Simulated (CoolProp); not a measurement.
Vapour-liquid equilibrium of dimethyl ether (1) + ethanol (2) at 265.9 K; x and y are mole fractions of (1).

Computed with CoolProp (multi-fluid Helmholtz-energy mixture model, Wu 2011 and Schroeder 2014; pair parameters Bell 2016).

**Question.** Give the bubble pressure and the first vapour's composition at x = 0.05, 0.2, 0.5. Is there an azeotrope?

**Answer.** x = 0.05: 0.01918 MPa, y = 0.952; x = 0.2: 0.06630 MPa, y = 0.988; x = 0.5: 0.1296 MPa, y = 0.995. No azeotrope shows between x = 0.05 and 0.95.

Pair parameters are fitted to limited data, so mixtures are less certain than the pure fluids. With so large a gap from Raoult's law the liquid may split in two, which this calculation doesn't test in full.
